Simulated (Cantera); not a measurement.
Charge: 1 mol Fe, 0.14 mol CO, 32 mol H2, 0.011 mol H2S, equilibrated at 0.0110 bar.

Equilibrium computed with Cantera from the NASA thermochemical tables; the gas is ideal and each condensed phase is pure. Candidate condensed phases: C, C6H6, C7H8, C8H18, Fe, Fe(CO)5, FeO, Fe(OH)2, Fe(OH)3, FeS, FeSO4, FeS2, Fe2O3, Fe2(SO4)3, Fe3O4, H2O, H2SO4, S; 127 gas species. Equilibrium is a limit: real reactors are often held back by kinetics, nucleation or transport.

x: gas mole fraction; n: condensed amount in mol.

```json
[
 {"T (K)": "1748", "x H2": "0.992", "x Fe": "0.00123", "x H": "0.00217", "x CO": "0.00434", "x H2S": "0.000253", "x SH": "7.03e-5", "x S": "?", "n Fe(δ)": "0.960", "n Fe(l)": "0"},
 {"T (K)": "1773", "x H2": "0.991", "x Fe": "0.00180", "x H": "0.00270", "x CO": "0.00434", "x H2S": "0.000241", "x SH": "7.87e-5", "x S": "?", "n Fe(δ)": "0.942", "n Fe(l)": "0"},
 {"T (K)": "1798", "x H2": "0.989", "x Fe": "0.00260", "x H": "0.00334", "x CO": "0.00433", "x H2S": "0.000228", "x SH": "8.72e-5", "x S": "?", "n Fe(δ)": "0.916", "n Fe(l)": "0"},
 {"T (K)": "1823", "x H2": "0.988", "x Fe": "0.00370", "x H": "0.00411", "x CO": "0.00433", "x H2S": "0.000215", "x SH": "9.57e-5", "x S": "?", "n Fe(δ)": "0", "n Fe(l)": "0.880"},
 {"T (K)": "1848", "x H2": "0.985", "x Fe": "0.00518", "x H": "0.00502", "x CO": "0.00432", "x H2S": "0.000202", "x SH": "0.000104", "x S": "?", "n Fe(δ)": "0", "n Fe(l)": "0.832"},
 {"T (K)": "1873", "x H2": "0.982", "x Fe": "0.00719", "x H": "0.00610", "x CO": "0.00431", "x H2S": "0.000188", "x SH": "0.000112", "x S": "?", "n Fe(δ)": "0", "n Fe(l)": "0.767"},
 {"T (K)": "1898", "x H2": "0.978", "x Fe": "0.00988", "x H": "0.00737", "x CO": "0.00429", "x H2S": "0.000174", "x SH": "0.000119", "x S": "?", "n Fe(δ)": "0", "n Fe(l)": "0.678"},
 {"T (K)": "1923", "x H2": "0.973", "x Fe": "0.0135", "x H": "0.00886", "x CO": "0.00427", "x H2S": "0.000160", "x SH": "0.000126", "x S": "?", "n Fe(δ)": "0", "n Fe(l)": "0.559"}
]
```

Problem. Some entries are withheld; supply them.

Solution. 
- 1748, x S: 8.62e-6
- 1773, x S: 1.11e-5
- 1798, x S: 1.41e-5
- 1823, x S: 1.76e-5
- 1848, x S: 2.18e-5
- 1873, x S: 2.66e-5
- 1898, x S: 3.21e-5
- 1923, x S: 3.82e-5
